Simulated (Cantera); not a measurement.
Adiabatic ignition

An adiabatic, constant-pressure homogeneous reactor starts with 35.9 % CO, 3.34 % H2, 2.23 % CH4, 11.4 % O2, 43.1 % N2, 3.95 % H2O, at 1000 K and 260000 Pa.

Model: GRI-Mech 3.0 (53 species, 325 reactions), integrated in Cantera.

```tsv
t (s)	T (K)	x CO	x H2	x CH4	x CH3	x C2H	x O2
6.00e-6	1000	0.359	0.0334	0.0223	4.74e-10	<1e-12	0.114
1.98e-5	1000	0.359	0.0334	0.0223	2.23e-9	<1e-12	0.114
6.53e-5	1000	0.359	0.0334	0.0223	8.12e-9	<1e-12	0.114
0.000216	1000	0.359	0.0334	0.0223	3.28e-8	<1e-12	0.114
0.000711	1000	0.359	0.0334	0.0223	3.52e-7	<1e-12	0.114
0.00235	1019	0.358	0.0330	0.0218	1.19e-5	<1e-12	0.113
0.00775	2478	0.247	0.0247	<1e-12	1.46e-12	<1e-12	0.000179
0.0256	2477	0.248	0.0248	<1e-12	1.47e-12	<1e-12	0.000175
0.0843	2476	0.248	0.0248	<1e-12	1.47e-12	<1e-12	0.000175
0.278	2476	0.248	0.0248	<1e-12	1.47e-12	<1e-12	0.000175
0.918	2476	0.248	0.0248	<1e-12	1.47e-12	<1e-12	0.000175
3.03	2476	0.248	0.0248	<1e-12	1.47e-12	<1e-12	0.000175
10.0	2476	0.248	0.0248	<1e-12	1.47e-12	<1e-12	0.000175
```
x: mole fraction; the columns are a selection and need not sum to one.

```json
{
  "time_of_steepest_temperature_rise": "3.75 ms",
  "temperature at 10.0 s": "2476 K",
  "equilibrium_temperature": "2476 K",
  "x(CO) at 10.0 s": "0.248 (gas-phase equilibrium 0.248)",
  "x(H2) at 10.0 s": "0.0248 (gas-phase equilibrium 0.0248)",
  "x(CH4) at 10.0 s": "<1e-12 (gas-phase equilibrium 1.02e-12)"
}
```
